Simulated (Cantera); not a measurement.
**FeS2 + SO3 + CO2 (roasting and sulfation)**

Input: 1 mol FeS2, 2.2 mol SO3, 0.061 mol CO2, at 1.40 bar.

Method: chemical equilibrium by Gibbs-energy minimisation in Cantera with the NASA 1993 tables (ideal gas, pure condensed phases). Candidate condensed phases: C, Fe, Fe(CO)5, FeO, FeS, FeSO4, FeS2, Fe2O3, Fe2(SO4)3, Fe3O4, S; 25 gas species. Metal and sulfide melt together well below either melting point, which pure phases cannot show. Mutual solubility and eutectic melting of coexisting phases are not modelled. The tables' stoichiometric FeO is somewhat more stable than real wüstite, so its field is too wide. FeO, FeS: taken at fixed stoichiometry. Gases not in the tables: S3 to S7. Equilibrium is a limit: real reactors are often held back by kinetics, nucleation or transport.

From 948 K to 1398 K the condensed part is FeS(s) + Fe3O4(s). From 1473 K to 1548 K the condensed part is FeO(s) + FeS(l).

| T (K) | x SO2 | x S2 | x CO2 | x S2O | x SO | x CO | x COS | n FeS(s) | n Fe3O4(s) | n FeO(s) | n FeS(l) |
|---|---|---|---|---|---|---|---|---|---|---|---|
| 948 | 0.962 | 0.0171 | 0.0183 | 0.00302 | 9.64e-6 | 6.63e-6 | 8.00e-6 | 0.862 | 0.0458 | 0 | 0 |
| 1023 | 0.953 | 0.0245 | 0.0183 | 0.00380 | 3.25e-5 | 1.87e-5 | 1.17e-5 | 0.830 | 0.0566 | 0 | 0 |
| 1098 | 0.944 | 0.0335 | 0.0182 | 0.00463 | 9.29e-5 | 4.59e-5 | 1.62e-5 | 0.792 | 0.0695 | 0 | 0 |
| 1173 | 0.932 | 0.0438 | 0.0181 | 0.00548 | 0.000231 | 9.98e-5 | 2.16e-5 | 0.747 | 0.0843 | 0 | 0 |
| 1248 | 0.920 | 0.0554 | 0.0179 | 0.00633 | 0.000515 | 0.000197 | 2.76e-5 | 0.697 | 0.101 | 0 | 0 |
| 1323 | 0.906 | 0.0678 | 0.0177 | 0.00717 | 0.00104 | 0.000357 | 3.42e-5 | 0.643 | 0.119 | 0 | 0 |
| 1398 | 0.891 | 0.0809 | 0.0174 | 0.00796 | 0.00196 | 0.000604 | 4.10e-5 | 0.585 | 0.138 | 0 | 0 |
| 1473 | 0.874 | 0.0961 | 0.0167 | 0.00882 | 0.00344 | 0.000947 | 4.77e-5 | 0 | 0 | 0.543 | 0.457 |
| 1548 | 0.853 | 0.114 | 0.0161 | 0.00973 | 0.00573 | 0.00143 | 5.53e-5 | 0 | 0 | 0.634 | 0.366 |
x: gas mole fraction; n: condensed amount in mol.
